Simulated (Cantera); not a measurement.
An isothermal, constant-pressure homogeneous reactor starts with 7.24 % H2, 92.8 % O2, equivalence ratio 0.039, at 1173 K and 1000 Pa.

Detailed kinetics in Cantera: GRI-Mech 3.0 (53 species, 325 reactions). Radical loss at walls, strong at low pressure, is not modelled. The temperature is held fixed by assumption; the heat of reaction is taken as removed at once.

x: mole fraction; the columns are a selection and need not sum to one.

```
t (s)         x H2   x O2      x OH      x H2O2    x H2O       x O    x HO2
--------  --------  -----  --------  ----------  -------  --------  -------
0.000300    0.0724  0.928   7.74e-9    4.26e-12  1.27e-8   1.17e-8  8.26e-9
0.00103     0.0724  0.928   7.12e-7    5.20e-11  1.88e-6   1.15e-6  3.25e-8
0.00354    0.00737  0.883   0.00662  (withheld)   0.0523    0.0320  4.00e-6
0.0122     0.00140  0.884   0.00394  (withheld)   0.0637    0.0356  3.65e-6
0.0418    0.000795  0.903   0.00299  (withheld)   0.0694    0.0191  3.29e-6
0.144     0.000182  0.920   0.00144  (withheld)   0.0737   0.00423  1.98e-6
0.493      1.98e-5  0.924  0.000477  (withheld)   0.0748  0.000461  5.64e-7
1.69       2.20e-6  0.925  0.000160  (withheld)   0.0750   5.17e-5  1.02e-7
5.82       3.35e-7  0.925   6.28e-5  (withheld)   0.0750   7.95e-6  2.01e-8
20.0       6.73e-8  0.925   2.83e-5  (withheld)   0.0751   1.61e-6  6.52e-9
```

Q: What belongs in the gaps?

A: 
- 0.00354, x H2O2: 2.08e-7
- 0.0122, x H2O2: 9.12e-8
- 0.0418, x H2O2: 9.97e-8
- 0.144, x H2O2: 8.80e-8
- 0.493, x H2O2: 4.36e-8
- 1.69, x H2O2: 1.42e-8
- 5.82, x H2O2: 4.03e-9
- 20.0, x H2O2: 1.13e-9
